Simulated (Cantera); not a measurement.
# Ignition delay

Mixture: H₂ : O₂ : N₂ = 1 : 0.455 : 2.73 (molar parts), at 2.80 bar, adiabatic and at constant pressure. Ignition delay is the time to a rise of 400 K.

Detailed kinetics in Cantera: the H2/O2 subset of GRI-Mech 3.0, which has no nitrogen chemistry. The hydrogen kinetics of GRI-Mech 3.0 are dated; newer H2 mechanisms differ, most at raised pressure. Where the delays flatten at high temperature, the 400 K rule measures the pace of heat release, not the induction time.

```json
[
 {"T0 (K)": "1300", "delay (ms)": "0.0149"},
 {"T0 (K)": "1350", "delay (ms)": "0.0120"},
 {"T0 (K)": "1400", "delay (ms)": "0.0101"},
 {"T0 (K)": "1450", "delay (ms)": "0.00866"},
 {"T0 (K)": "1500", "delay (ms)": "0.00765"},
 {"T0 (K)": "1550", "delay (ms)": "0.00692"},
 {"T0 (K)": "1600", "delay (ms)": "0.00640"},
 {"T0 (K)": "1650", "delay (ms)": "0.00603"},
 {"T0 (K)": "1700", "delay (ms)": "0.00578"}
]
```
